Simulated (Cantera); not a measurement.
**Formation from one mole of N2**

Standard-state values (1 bar) from the NASA 1993 polynomials, evaluated with Cantera. Values are per mole of reaction as written; species without (g) are pure solids or liquids, kept so even where they would boil at 1 bar.

4 Cr + N2(g) → 2 Cr2N

```
T (K)  ΔH° (kJ)  ΔS° (J/K)  ΔG° (kJ)  log10 K
-----  --------  ---------  --------  -------
300      -251.0     -156.2    -204.2    35.55
975      -238.7     -135.7    -106.4     5.70
1000     -238.2     -135.2    -103.0     5.38
1025     -237.6     -134.7     -99.6     5.08
1050     -237.1     -134.2     -96.3     4.79
1075     -236.6     -133.7     -92.9     4.51
1100     -236.1     -133.2     -89.6     4.25
1125     -235.7     -132.8     -86.3     4.00
```

3 H2(g) + N2(g) → 2 NH3(g)

| T (K) | ΔH° (kJ) | ΔS° (J/K) | ΔG° (kJ) | log10 K |
|---|---|---|---|---|
| 300 | -92.0 | -198.4 | -32.4 | 5.65 |
| 975 | -110.0 | -233.9 | 118.0 | -6.32 |
| 1000 | -110.3 | -234.1 | 123.9 | -6.47 |
| 1025 | -110.5 | -234.4 | 129.7 | -6.61 |
| 1050 | -110.8 | -234.6 | 135.6 | -6.74 |
| 1075 | -111.0 | -234.8 | 141.5 | -6.87 |
| 1100 | -111.2 | -235.0 | 147.3 | -7.00 |
| 1125 | -111.4 | -235.2 | 153.2 | -7.11 |
